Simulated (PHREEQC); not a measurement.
Dissolve 15 mmol/kgw H2SO4 and 1.8 mmol/kgw NaCl at 25 °C and 100 atm. Closed to the air; pH follows from the charge balance.

The numbers come from PHREEQC with the ion-association model, phreeqc.dat.

```json
[
 {"quantity": "pH", "before": "1.71", "after": "0.85"},
 {"quantity": "ionic strength (mol/kgw)", "before": "0.0314", "after": "0.203"},
 {"quantity": "HSO4- (mol/kgw)", "before": "0.00769", "after": "0.124"},
 {"quantity": "SO4-2 (mol/kgw)", "before": "0.00728", "after": "0.0257"},
 {"quantity": "NaSO4- (mol/kgw)", "before": "3.36e-5", "after": "6.51e-5"},
 {"quantity": "SI of Halite (NaCl)", "before": "-7.23", "after": "-7.36"}
]
```

Q: Which change was made?
A. NaCl from 0.0018 to 0.0027 mol/kgw
B. NaCl from 0.0018 to 0.00198 mol/kgw
C. H2SO4 from 0.015 to 0.15 mol/kgw

A: C, H2SO4 from 0.015 to 0.15 mol/kgw

No solid was allowed to form. Under pressure, the constants of complexes without a molar volume in the database are unreliable.
